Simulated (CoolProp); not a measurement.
Methanol at 237.27 K and 0.305 MPa flows at 0.29 m/s in a round tube of 6 mm bore and 0.25 µm roughness, fully developed (64/Re and Nu = 3.66 if laminar; Colebrook and Gnielinski if turbulent). Each further row changes one setting.

Values from CoolProp's reference Helmholtz-energy equation of state, de Reuck 1993.

```json
[
 {"case": "as stated", "Reynolds number": "?", "Darcy friction factor": "?", "pressure drop (Pa/m)": "?", "heat-transfer coefficient (W/(m² K))": "129", "mass flow (kg/h)": "?"},
 {"case": "velocity 0.58 m/s", "Reynolds number": "1810", "Darcy friction factor": "0.0353", "pressure drop (Pa/m)": "?", "heat-transfer coefficient (W/(m² K))": "129", "mass flow (kg/h)": "49.8"},
 {"case": "diameter 12 mm", "Reynolds number": "1810", "Darcy friction factor": "0.0353", "pressure drop (Pa/m)": "104", "heat-transfer coefficient (W/(m² K))": "?", "mass flow (kg/h)": "99.6"}
]
```

Q: Fill in the missing entries.

A: 
- as stated, Reynolds number: 906
- as stated, Darcy friction factor: 0.0706
- as stated, pressure drop (Pa/m): 418
- as stated, mass flow (kg/h): 24.9
- velocity 0.58 m/s, pressure drop (Pa/m): 835
- diameter 12 mm, heat-transfer coefficient (W/(m² K)): 64.6

Viscosity comes from a separate model (Xiang 2006). Thermal conductivity comes from a separate model (Sykioti 2013).
